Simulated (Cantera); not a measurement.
Charge: 1 mol Si, 0.77 mol Cl2, 0.32 mol H2, equilibrated at 327 °C and 750 Torr.

Method: chemical equilibrium by Gibbs-energy minimisation in Cantera with the NASA 1993 tables (ideal gas, pure condensed phases). Candidate condensed phases: Si; 19 gas species. Equilibrium is a limit: real reactors are often held back by kinetics, nucleation or transport.

Base state: SiCl4 0.461, H2 0.399, SiHCl3 0.138, SiH2Cl2 0.00208, HCl 3.65e-5 (mole fractions); condensed: Si(s).

What changes in the equilibrium state with this change: pressure from 750 Torr to 100 Torr?


```
species      before     after
----------  -------  --------
SiCl4         0.461     0.491
H2            0.399     0.419
SiHCl3        0.138    0.0898
SiH2Cl2     0.00208  0.000824
HCl         3.65e-5   6.29e-5
Si(s), mol    0.591     0.599
```

What changes in the equilibrium state with this change: pressure from 750 Torr to 20300 Torr?


| species | before | after |
|---|---|---|
| SiCl4 | 0.461 | 0.386 |
| H2 | 0.399 | 0.347 |
| SiHCl3 | 0.138 | 0.258 |
| SiH3Cl | 6.12e-6 | 5.64e-5 |
| SiH2Cl2 | 0.00208 | 0.00863 |
| HCl | 3.65e-5 | 1.43e-5 |
| Si(s), mol | 0.591 | 0.570 |

What changes in the equilibrium state with this change: H2 from 0.32 to 6.3 mol?


```csv
species,before,after
H2,0.399,0.934
SiCl4,0.461,0.0346
SiHCl3,0.138,0.0304
SiH3Cl,6.12e-6,1.15e-5
SiH2Cl2,0.00208,0.00134
HCl,3.65e-5,2.92e-5
"Si(s), mol",0.591,0.560
```
